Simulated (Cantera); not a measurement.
A perfectly stirred reactor is fed with H₂ : O₂ : N₂ = 1 : 0.357 : 1.34 (molar parts), at 0.390 bar; it is adiabatic with a 525 K inlet, and is followed from long to short residence time, starting on the burning branch (τ in s: 0.47, 0.14, 0.044, 0.014, 0.0042, 0.0013, 0.0004, 0.00012, 3.8e-05, 1.2e-05).

Cantera simulation using the H2/O2 subset of GRI-Mech 3.0, which has no nitrogen chemistry; the numbers are that mechanism's predictions, not measurements.

**Question.** What does this change do: O2 0.357 to 0.53 parts?

**Answer.** 
```tsv
quantity	before	after
blow-out, bracketed by the residence times tried	burning at 38.0 µs, out at 12.0 µs	burning at 38.0 µs, out at 12.0 µs
x(H₂) at τ = 0.470 s	0.119	0.0363
x(O₂) at τ = 0.470 s	0.000266	0.0235
x(OH) at τ = 0.470 s	0.00457	0.0275
x(H₂O) at τ = 0.470 s	0.297	0.350
x(O) at τ = 0.470 s	0.000254	0.00600
x(H₂) at τ = 1.30 ms	0.111	0.0523
x(O₂) at τ = 1.30 ms	0.00490	0.0322
x(OH) at τ = 1.30 ms	0.0124	0.0299
x(H₂O) at τ = 1.30 ms	0.266	0.312
x(O) at τ = 1.30 ms	0.00435	0.0126
```

**Question.** What does this change do: inlet temperature 525 to 625 K?

**Answer.** 
```csv
quantity,before,after
"blow-out, bracketed by the residence times tried","burning at 38.0 µs, out at 12.0 µs","burning at 38.0 µs, out at 12.0 µs"
x(H₂) at τ = 0.470 s,0.119,0.119
x(O₂) at τ = 0.470 s,0.000266,0.000426
x(OH) at τ = 0.470 s,0.00457,0.00603
x(H₂O) at τ = 0.470 s,0.297,0.295
x(O) at τ = 0.470 s,0.000254,0.000414
x(H₂) at τ = 1.30 ms,0.111,0.112
x(O₂) at τ = 1.30 ms,0.00490,0.00518
x(OH) at τ = 1.30 ms,0.0124,0.0137
x(H₂O) at τ = 1.30 ms,0.266,0.263
x(O) at τ = 1.30 ms,0.00435,0.00478
```
